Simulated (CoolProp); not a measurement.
Saturation properties of carbonyl sulfide.

Model: reference Helmholtz-energy equation of state, Lemmon 2006, in CoolProp. It is a short technical equation, of lower accuracy than the large ones.

```
T (°C)     p (bar)  liquid density (kg/m³)  vapour density (kg/m³)  enthalpy of vaporisation (kJ/kg)  liquid cp (kJ/(kg K))  surface tension (mN/m)
------  ----------  ----------------------  ----------------------  --------------------------------  ---------------------  ----------------------
-45.55       1.249                    1164                   4.099                             305.8                  1.187                    19.9
-35.25       1.927                    1142                   6.126                             298.6                  1.201                    18.0
-24.95       2.858                    1118              (withheld)                             290.9                  1.218                    16.2
-14.65       4.097                    1094                   12.38                             282.8                  1.239                    14.4
-4.25        5.719                    1069                   16.97                        (withheld)                  1.265              (withheld)
6.05         7.752                    1043                   22.71                             264.6                  1.295                    11.1
16.35        10.27                    1015                   29.87                             254.4                  1.332                    9.48
26.65        13.35                   985.5              (withheld)                             243.2                  1.377                    7.98
36.95        17.04                   954.0                   49.73                             230.8                  1.435                    6.56
47.25        21.42                   919.9                   63.34                             217.0                  1.511              (withheld)
57.55        26.55                   882.4                   80.37                             201.3                  1.614                    3.97
67.95   (withheld)              (withheld)                   102.3                             183.0                  1.769                    2.82
78.25        39.52                   791.1                   131.1                             161.4                  2.025                    1.80
88.55        47.51                   731.0                   171.8                             133.9                  2.568                   0.925
```

Q: Some entries are withheld; supply them.

A: 
- -24.95, vapour density (kg/m³): 8.840
- -4.25, enthalpy of vaporisation (kJ/kg): 274.0
- -4.25, surface tension (mN/m): 12.7
- 26.65, vapour density (kg/m³): 38.75
- 47.25, surface tension (mN/m): 5.22
- 67.95, p (bar): 32.60
- 67.95, liquid density (kg/m³): 839.9

It boils at -50.2 °C under 1 atm.

Surface tension comes from a separate correlation (Mulero 2012).
